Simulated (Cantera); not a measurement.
Cantera run:

```python
import numpy as np
import cantera as ct

gas_names = """
    Ca CaO CaOH CaO2H2 Ca2 H HO2 H2 H2O H2O2 O OH O2 O3
""".split()
cond_names = """
    Ca(a) Ca(b) Ca(L) CaO(s) CaO(L) CaO2H2(s) H2O(s) H2O(L)
""".split()


# ... load() reads the species with a 1 bar reference pressure and builds the phases ...
atoms = {
    'Ca(OH)2': {'Ca': 1, 'O': 2, 'H': 2},
    'H2O': {'H': 2, 'O': 1},
}
top_T = {}  # K; cautious upper limits of use, not melting points


# ... equilibrate(T, P, feed) seeds the gas with the atoms and calls Mixture.equilibrate('TP', solver="vcs", rtol=1e-11, max_steps=5000) ...
results = []
feed = {'Ca(OH)2': 1, 'H2O': 0.28}  # mol
P = 100000  # Pa
for T in [1023, 1123, 1223, 1323, 1423, 1523, 1623, 1723, 1823, 1923]:
    mix = equilibrate(T, P, feed)
    results.append((T, P, feed, dict(zip(mix.species_names, mix.species_moles))))

top = {s: max(r[3][s] / sum(r[3][g] for g in gas_names) for r in results) for s in gas_names}
cols = sorted((s for s in top if top[s] > 0.001), key=lambda s: -top[s])[:5]
seen = [c for c in cond_names if any(r[3].get(c, 0) > 1e-12 for r in results)]
print("log10 of partial pressures in bar; condensed amounts in mol")
print(f"{'T/K':>10s}" + "".join(f"{s[:9]:>10s}" for s in cols + seen))
for T, P, feed, n in results:
    ng = sum(n[g] for g in gas_names)
    print(f"{T:10.4g}" + "".join(f"{np.log10(max(n[s] / ng * P / 1e5, 1e-99)):10.3f}" for s in cols)
          + "".join(f"{n.get(c, 0):10.4g}" for c in seen))
```

Output:

```
log10 of partial pressures in bar; condensed amounts in mol
       T/K       H2O        H2        O2        OH    CaO(s)
      1023    -0.000    -6.408    -6.719    -7.759         1
      1123    -0.000    -5.654    -5.969    -6.832         1
      1223    -0.000    -5.021    -5.342    -6.057         1
      1323    -0.000    -4.482    -4.810    -5.398         1
      1423    -0.000    -4.018    -4.353    -4.832         1
      1523    -0.000    -3.613    -3.957    -4.341         1
      1623    -0.000    -3.258    -3.610    -3.910         1
      1723    -0.001    -2.943    -3.304    -3.529         1
      1823    -0.002    -2.663    -3.032    -3.191         1
      1923    -0.003    -2.411    -2.789    -2.889    0.9999
```

These are equilibrium values from Cantera (NASA tables, ideal gas, pure condensed phases), not measurements of a reactor.
